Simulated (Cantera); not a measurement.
Input: 1 mol SiO2, 0.23 mol Al2O3, 1.9 mol N2, held at 1625 K and 10.0 mbar.

Cantera equilibrium calculation (NASA polynomials, part measured and part estimated; ideal gas, pure solids and liquids). Candidate condensed phases: Al, AlN, Al2O3, Al2SiO5, Al6Si2O13, Si, SiO2, Si2N2O, Si3N4; 23 gas species. Mutual solubility and eutectic melting of coexisting phases are not modelled. The tables hold silica as quartz up to 1696 K and as liquid above; real silica turns to tridymite and cristobalite and melts near 1996 K. Condensed phases not in the tables: alloys, solid solutions and most ternary compounds. Equilibrium is a limit: real reactors are often held back by kinetics, nucleation or transport.

Base state: N2 1.000 (mole fractions); condensed: Al6Si2O13(mullite) + SiO2(β-quartz).

Question: What changes in the equilibrium state with this change: temperature from 1625 K to 900 K?

Answer: 
| species | before | after |
|---|---|---|
| N2 | 1.000 | 1.00 |
| Al6Si2O13(mullite), mol | 0.0767 | 0 |
| SiO2(β-quartz), mol | 0.847 | 0.770 |
| Al2SiO5(andalusite), mol | 0 | 0.230 |
